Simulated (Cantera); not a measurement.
Charge: 1 mol SiO₂, 0.92 mol BCl₃, 4.9 mol O₂, equilibrated at 1148 K and 1.33 mbar.

Method: chemical equilibrium by Gibbs-energy minimisation in Cantera with the NASA 1993 tables (ideal gas, pure condensed phases). Candidate condensed phases: B, B₂O₃, Si, SiO₂; 27 gas species. Mutual solubility and eutectic melting of coexisting phases are not modelled. The tables hold silica as quartz up to 1696 K and as liquid above; real silica turns to tridymite and cristobalite and melts near 1996 K. Condensed phases not in the tables: borates and borosilicate glass, alloys, solid solutions and most ternary compounds. Kinetics and transport are ignored.

Base state: O₂ 0.740, Cl₂ 0.225, Cl 0.0348, ClO 4.78e-5 (mole fractions); condensed: B₂O₃(l) + SiO₂(β-quartz).

Problem. What changes in the equilibrium state with this change: temperature from 1148 K to 1398 K?

Solution. 
```
species               before     after
-------------------  -------  --------
O₂                     0.740     0.661
Cl                    0.0348     0.239
Cl₂                    0.225    0.0969
B₂O₃                 1.16e-6   0.00172
BO₂                  4.38e-7  0.000208
BOCl                 5.07e-6  0.000889
O                    1.87e-7   2.04e-5
ClO                  4.78e-5  0.000200
B₂O₃(l), mol           0.460     0.446
SiO₂(β-quartz), mol     1.00      1.00
```
The tables' values for BOCl are old estimates; treat these amounts as uncertain.
